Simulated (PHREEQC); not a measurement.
Dissolve 0.0155 mol CaCl2 and 0.0115 mol CO2 per kg of water at 85 °C. Closed to the air; pH follows from the charge balance.

The numbers come from PHREEQC with the Pitzer model, pitzer.dat.

This is a speciation only: nothing precipitates in the calculation.

Q: What pH does the model give?

A: pH 4.16.

At this temperature some constants are extrapolated from 25 °C, and those without enthalpy data are left unchanged.
